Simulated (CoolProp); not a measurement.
Vapour-liquid equilibrium of acetone (1) + methanol (2) at 0.0411 MPa; x and y are mole fractions of (1).

The numbers come from the multi-fluid Helmholtz-energy mixture model, Lemmon 2006 and de Reuck 1993; pair parameters Bell 2016 in CoolProp.

```tsv
x	bubble temperature, mixture model (K)	bubble temperature, Raoult's law (K)	y, mixture model	y, Raoult's law
0.05	314.3	315.7	0.128	0.076
0.125	312.1	314.8	0.266	0.183
0.2	310.4	313.9	0.367	0.284
0.275	309.2	313.0	0.444	0.377
0.35	308.2	312.2	0.508	0.464
0.425	307.4	311.3	0.563	0.545
0.5	306.7	310.4	0.615	0.620
0.575	306.1	309.6	0.664	0.689
0.65	305.7	308.8	0.713	0.754
0.725	305.4	308.0	0.765	0.814
0.8	305.1	307.2	0.819	0.870
0.875	305.0	306.4	0.879	0.922
0.95	305.0	305.6	0.948	0.970
```

The largest gap from Raoult's law is -4.0 K in bubble temperature, at x = 0.35. y crosses x between x = 0.875 and 0.95: the model has an azeotrope there.

Pair parameters are fitted to limited data, so mixtures are less certain than the pure fluids.
